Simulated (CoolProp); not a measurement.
A single-stage vapour-compression cycle with R1336mzz(Z): evaporating at 292.15 K (dew point), condensing at 345.15 K (bubble point), superheat 10 K, subcooling 0 K, compressor efficiency 0.7, no pressure losses. Each further row changes one setting.

Values from CoolProp's reference Helmholtz-energy equation of state, McLinden 2020.

```json
[
 {"case": "as stated", "cooling COP": "2.92", "pressure ratio": "5.99", "discharge temperature (K)": "351.6", "refrigerating effect (kJ/kg)": "113", "volumetric capacity (kJ/m³)": "439"},
 {"case": "evaporating temperature 297.15 K", "cooling COP": "3.38", "pressure ratio": "4.89", "discharge temperature (K)": "351.4", "refrigerating effect (kJ/kg)": "117", "volumetric capacity (kJ/m³)": "549"},
 {"case": "condensing temperature 340.15 K", "cooling COP": "3.35", "pressure ratio": "5.20", "discharge temperature (K)": "347.5", "refrigerating effect (kJ/kg)": "119", "volumetric capacity (kJ/m³)": "465"},
 {"case": "subcooling 5 K", "cooling COP": "3.09", "pressure ratio": "5.99", "discharge temperature (K)": "351.6", "refrigerating effect (kJ/kg)": "119", "volumetric capacity (kJ/m³)": "465"},
 {"case": "superheat 20 K", "cooling COP": "3.02", "pressure ratio": "5.99", "discharge temperature (K)": "361.8", "refrigerating effect (kJ/kg)": "121", "volumetric capacity (kJ/m³)": "456"},
 {"case": "compressor efficiency 0.6", "cooling COP": "2.50", "pressure ratio": "5.99", "discharge temperature (K)": "357.9", "refrigerating effect (kJ/kg)": "113", "volumetric capacity (kJ/m³)": "439"}
]
```
